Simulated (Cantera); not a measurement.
A perfectly stirred reactor is fed with CH4 : CO : O2 : N2 = 1 : 0.59 : 5.34 : 20.1 (molar parts), at 7500 Torr; it is adiabatic with a 498 K inlet, and is followed from long to short residence time, starting on the burning branch (τ in s: 0.067, 0.025, 0.0094, 0.0035, 0.0013, 0.0005, 0.00019, 7e-05, 2.6e-05, 9.8e-06).

Computed with Cantera and GRI-Mech 3.0 (53 species, 325 reactions).

Task: Predict: blow-out, bracketed by the residence times tried; x(CH4) at τ = 67.0 ms; x(CO) at τ = 67.0 ms; x(O2) at τ = 67.0 ms; x(C2H4) at τ = 67.0 ms; x(O) at τ = 67.0 ms; x(CH4) at τ = 0.500 ms; x(CO) at τ = 0.500 ms; x(O2) at τ = 0.500 ms.

Result: 
```
Item                                                                          Result
------------------------------------------------  ----------------------------------
blow-out, bracketed by the residence times tried  burning at 3.50 ms, out at 1.30 ms
x(CH4) at τ = 67.0 ms                                                        2.01e-5
x(CO) at τ = 67.0 ms                                                        0.000319
x(O2) at τ = 67.0 ms                                                           0.114
x(C2H4) at τ = 67.0 ms                                                       6.13e-8
x(O) at τ = 67.0 ms                                                          3.92e-6
x(CH4) at τ = 0.500 ms                                                        0.0370
x(CO) at τ = 0.500 ms                                                         0.0218
x(O2) at τ = 0.500 ms                                                          0.198
```
